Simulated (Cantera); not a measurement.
What does this Cantera script print?

```python
import numpy as np
import cantera as ct

gas_names = [...]  # 110 gases of nasa_gas.yaml made of C, H, O
cond_names = """
    C(gr) C6H6(L) C7H8(L) C8H18(L),n-octa H2O(s) H2O(L)
""".split()


# ... load() reads the species with a 1 bar reference pressure and builds the phases ...
atoms = {
    'CO2': {'C': 1, 'O': 2},
    'H2O': {'H': 2, 'O': 1},
}
top_T = {'C(gr)': 4500}  # K; cautious upper limits of use, not melting points


# ... equilibrate(T, P, feed) seeds the gas with the atoms and calls Mixture.equilibrate('TP', solver="vcs", rtol=1e-11, max_steps=5000) ...
results = []
feed = {'CO2': 1, 'H2O': 8.9}  # mol
T = 1675  # K
P = 16  # Pa
mix = equilibrate(T, P, feed)
results.append((T, P, feed, dict(zip(mix.species_names, mix.species_moles))))
print(gas.report(threshold=0.0001))
for i in range(1, mix.n_phases):
    print(f"{mix.phase(i).name:16s} {mix.phase_moles(i):12.5e} mol")
```

It prints:

```
       temperature   1675 K
          pressure   16 Pa
           density   2.3474e-05 kg/m^3
  mean mol. weight   20.432 kg/kmol
   phase of matter   gas

                          1 kg             1 kmol
                     ---------------   ---------------
          enthalpy       -9.3788e+06       -1.9163e+08  J
   internal energy        -1.006e+07       -2.0556e+08  J
           entropy             16430        3.3571e+05  J/K
    Gibbs function         -3.69e+07       -7.5395e+08  J
 heat capacity c_p            2425.5             49559  J/K
 heat capacity c_v            2018.6             41244  J/K

                      mass frac. Y      mole frac. X     chem. pot. / RT
                     ---------------   ---------------   ---------------
                CO         0.0060744          0.004431            -49.21
               CO2           0.20582          0.095559           -70.094
                 H        5.0108e-05         0.0010157           -16.037
                H2         0.0012081          0.012244           -32.073
               H2O           0.77184           0.87541           -52.958
                 O         0.0001843        0.00023537           -20.885
                OH         0.0029236         0.0035124           -36.921
                O2          0.011895         0.0075957            -41.77
     [ +102 minor]        2.7456e-08        1.6978e-08

C(gr)             0.00000e+00 mol
```

Cantera equilibrium calculation (NASA polynomials, part measured and part estimated; ideal gas, pure solids and liquids).
